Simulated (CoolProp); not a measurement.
A single-stage vapour-compression cycle with n-perfluorobutane: evaporating at 243.15 K (dew point), condensing at 263.15 K (bubble point), superheat 0 K, subcooling 0 K, compressor efficiency 0.65, no pressure losses. Each further row changes one setting.

The numbers come from the reference Helmholtz-energy equation of state, Gao 2022 in CoolProp.

| case | cooling COP | pressure ratio | discharge temperature (K) | refrigerating effect (kJ/kg) | volumetric capacity (kJ/m³) |
|---|---|---|---|---|---|
| as stated | 6.96 | 2.60 | 263.2 | 84.8 | 285 |
| evaporating temperature 248.15 K | 9.79 | 2.01 | 263.2 | 88.6 | 378 |
| condensing temperature 258.15 K | 9.62 | 2.08 | 258.1 | 90.2 | 303 |
| subcooling 5 K | … | 2.60 | 263.2 | 90.2 | 303 |
| superheat 10 K | 7.17 | 2.60 | … | 92.8 | 298 |
| compressor efficiency 0.55 | … | 2.60 | 263.2 | 84.8 | 285 |

Some entries are withheld; supply them.


- subcooling 5 K, cooling COP: 7.41
- superheat 10 K, discharge temperature (K): 269.8
- compressor efficiency 0.55, cooling COP: 5.89

The compression ends wet for: as stated; evaporating temperature 248.15 K; condensing temperature 258.15 K; subcooling 5 K; compressor efficiency 0.55.
